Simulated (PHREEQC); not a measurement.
Consider water at 55 °C with 0.0018 mol HF, 0.21 mol NaF and 0.00051 mol H3PO4 per kg of water. Closed to the air; pH follows from the charge balance.

All values are PHREEQC results (ion-association model, phreeqc.dat), not measurements.

This is a speciation only: nothing precipitates in the calculation.

Q: Order these F species by the share of F that they hold, largest first: HF2-, NaF, F-, HF.

A: F- (93 %), NaF (5.2 %), HF2- (1.0 %), HF (0.59 %)

The pH is 5.44 and the ionic strength 0.199 mol/kgw. Species that the database lacks are ignored. Constants without temperature data keep their 25 °C values here.
